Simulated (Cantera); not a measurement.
Input: 1 mol Si3N4, 17 mol F2, 0.56 mol N2, 43 mol Cl2, held at 677 °C and 14.0 mbar.

Method: chemical equilibrium by Gibbs-energy minimisation in Cantera with the NASA 1993 tables (ideal gas, pure condensed phases). Candidate condensed phases: Si, Si3N4; 24 gas species. The numbers say what is thermodynamically allowed, not how fast it happens.

### Question
What is the equilibrium state?

### Answer
```json
{
 "x(Cl2)": "0.536",
 "x(ClF)": "0.369",
 "x(SiF4)": "0.0503",
 "x(N2)": "0.0430",
 "x(Cl)": "0.00110",
 "x(F)": "0.000238",
 "gas_amount": "59.60 mol",
 "log10 activity of Si(s) (absent)": "-67.48"
}
```
